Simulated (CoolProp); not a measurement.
Vapour-liquid equilibrium of benzene (1) + m-xylene (2) at 490.8 K; x and y are mole fractions of (1).

Model: multi-fluid Helmholtz-energy mixture model, Thol 2012 and Zhou 2012; pair parameters Bell 2016, in CoolProp.

Task: Give the bubble pressure and the first vapour's composition at x = 0.05, 0.2, 0.5. Is there an azeotrope?

Result: x = 0.05: 0.6293 MPa, y = 0.124; x = 0.2: 0.8066 MPa, y = 0.395; x = 0.5: 1.178 MPa, y = 0.713. No azeotrope shows between x = 0.05 and 0.95.

Pair parameters are fitted to limited data, so mixtures are less certain than the pure fluids.
